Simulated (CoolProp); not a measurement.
Ethanol along the isobar 9.85 MPa: density (kg/m³) from the reference equation and from simpler models built on Tc = 514.7 K, pc = 6.268 MPa, ω = 0.644; each cubic takes its own stable root.

The numbers come from the reference Helmholtz-energy equation of state, Schroeder 2014 in CoolProp.

| T (K) | phase | reference | Redlich-Kwong | Soave-Redlich-Kwong | Peng-Robinson |
|---|---|---|---|---|---|
| 389.3 | liquid | 710.7 | 546.2 | 593.3 | 669.1 |
| 408.6 | liquid | 688.6 | 524.4 | 570.5 | 643.8 |
| 427.8 | liquid | 663.8 | 501.0 | 544.9 | 615.0 |
| 447 | liquid | 635.7 | 475.5 | 515.6 | 581.8 |
| 466.2 | liquid | 603.8 | 447.4 | 481.5 | 542.6 |
| 485.4 | liquid | 566.9 | 415.8 | 440.9 | 495.3 |
| 504.7 | liquid | 520.0 | 379.3 | 390.0 | 435.4 |
| 523.9 | supercritical | 446.7 | 335.7 | 322.6 | 355.1 |
| 543.1 | supercritical | 302.3 | 281.1 | 232.6 | 249.8 |
| 562.3 | supercritical | 184.9 | 219.3 | 170.2 | 180.7 |
| 581.6 | supercritical | 145.5 | 175.0 | 140.8 | 148.7 |
| 600.8 | supercritical | 126.2 | 149.6 | 123.7 | 130.0 |
| 620 | supercritical | 113.9 | 133.1 | 112.0 | 117.3 |
